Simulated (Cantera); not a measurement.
Cantera run, input and output.

```python
import numpy as np
import cantera as ct

gas = ct.Solution("gri30.yaml")
gas.TPX = 1075, 14000, {'N2O': 1, 'H2O': 0.084}
reactor = ct.IdealGasConstPressureReactor(gas, energy="off", clone=False)
net = ct.ReactorNet([reactor])
net.rtol, net.atol = 1e-08, 1e-18
show = ['N2O', 'H2O', 'NO', 'NO2', 'O2', 'HO2', 'H']
times = np.geomspace(0.0004, 60, 15)

steps = ct.SolutionArray(gas, extra=["t"])
rows = []
print(f"{'t/s':>10s}{'T/K':>9s}{'P/Pa':>11s}" + "".join(f"{s:>11s}" for s in show))
for t in times:
    while net.time < t:
        t_next = net.step()
        steps.append(gas.state, t=t_next)
    rows.append([np.interp(t, steps.t, y) for y in (steps.T, steps.P, *steps(*show).X.T)])
    print(f"{t:10.3e}{rows[-1][0]:9.1f}{rows[-1][1]:11.4g}" + "".join(f"{x:11.3e}" for x in rows[-1][2:]))
rate = np.gradient(steps.T, steps.t)
print("integrator steps:", len(steps.t))
if steps.T.max() > steps.T[0] + 200:
    print(f"time of steepest temperature rise: {steps.t[rate.argmax()]:.4e} s")
gas.TPX = 1075, 14000, {'N2O': 1, 'H2O': 0.084}
gas.equilibrate("TP")
print(f"equilibrium (TP): T = {gas.T:.1f} K  " + "  ".join(f"{s} {gas[s].X[0]:.3e}" for s in show))
```

Output:

```
       t/s      T/K       P/Pa        N2O        H2O         NO        NO2         O2        HO2          H
 4.000e-04   1075.0    1.4e+04  9.225e-01  7.749e-02  1.459e-07  2.983e-13  1.136e-06  3.339e-09  7.450e-12
 9.371e-04   1075.0    1.4e+04  9.225e-01  7.749e-02  3.826e-07  8.369e-12  2.980e-06  2.152e-08  1.968e-11
 2.195e-03   1075.0    1.4e+04  9.225e-01  7.749e-02  9.370e-07  2.568e-10  7.305e-06  1.187e-07  4.639e-11
 5.143e-03   1075.0    1.4e+04  9.225e-01  7.749e-02  2.229e-06  6.907e-09  1.748e-05  5.433e-07  9.850e-11
 1.205e-02   1075.0    1.4e+04  9.224e-01  7.749e-02  5.141e-06  1.331e-07  4.174e-05  1.655e-06  1.676e-10
 2.823e-02   1075.0    1.4e+04  9.222e-01  7.748e-02  1.105e-05  1.330e-06  1.002e-04  2.425e-06  2.082e-10
 6.613e-02   1075.0    1.4e+04  9.218e-01  7.747e-02  2.221e-05  6.785e-06  2.385e-04  2.141e-06  2.222e-10
 1.549e-01   1075.0    1.4e+04  9.207e-01  7.744e-02  4.342e-05  2.434e-05  5.618e-04  1.768e-06  2.272e-10
 3.629e-01   1075.0    1.4e+04  9.184e-01  7.738e-02  8.760e-05  6.957e-05  1.317e-03  1.455e-06  2.187e-10
 8.503e-01   1075.0    1.4e+04  9.128e-01  7.724e-02  2.000e-04  1.593e-04  3.077e-03  1.126e-06  1.953e-10
 1.992e+00   1075.0    1.4e+04  9.001e-01  7.690e-02  5.125e-04  2.914e-04  7.151e-03  7.694e-07  1.701e-10
 4.666e+00   1075.0    1.4e+04  8.716e-01  7.615e-02  1.326e-03  4.290e-04  1.641e-02  4.601e-07  1.525e-10
 1.093e+01   1075.0    1.4e+04  8.096e-01  7.451e-02  3.201e-03  5.178e-04  3.659e-02  2.432e-07  1.447e-10
 2.561e+01   1075.0    1.4e+04  6.868e-01  7.125e-02  6.953e-03  5.135e-04  7.675e-02  1.131e-07  1.472e-10
 6.000e+01   1075.0    1.4e+04  4.829e-01  6.584e-02  1.310e-02  4.037e-04  1.435e-01  4.539e-08  1.624e-10
integrator steps: 1179
equilibrium (TP): T = 1075.0 K  N2O 1.909e-09  H2O 5.303e-02  NO 7.434e-05  NO2 1.125e-06  O2 3.156e-01  HO2 1.719e-09  H 5.266e-13
```

Cantera simulation using GRI-Mech 3.0 (53 species, 325 reactions); the numbers are that mechanism's predictions, not measurements. GRI-Mech 3.0 was tuned for natural gas; its chemistry of N2O as a main component is partial and can be far from experiment. The mechanism lacks the step 2 NO + O2 → 2 NO2, which can matter for NO2 below about 1400 K. The temperature is held fixed by assumption; the heat of reaction is taken as removed at once.
